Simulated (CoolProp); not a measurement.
Vapour-liquid equilibrium of R114 (1) + R113 (2) at 179 kPa; x and y are mole fractions of (1).

The numbers come from the multi-fluid Helmholtz-energy mixture model, Platzer 1990 and Marx 1992; pair parameters Bell 2016 in CoolProp. This equation is an older, rougher fit; its heat capacities, sound speeds and derivatives of the liquid may be far off and weren't checked against measurements.

Q: Give the bubble temperature and the first vapour's composition at x = 0.05, 0.65, 0.875. Is there an azeotrope?

A: x = 0.05: 61.7 °C, y = 0.154; x = 0.65: 29.5 °C, y = 0.887; x = 0.875: 22.7 °C, y = 0.968. No azeotrope shows between x = 0.05 and 0.95.

The pair parameters rest on a limited set of measurements; away from them the model extrapolates.
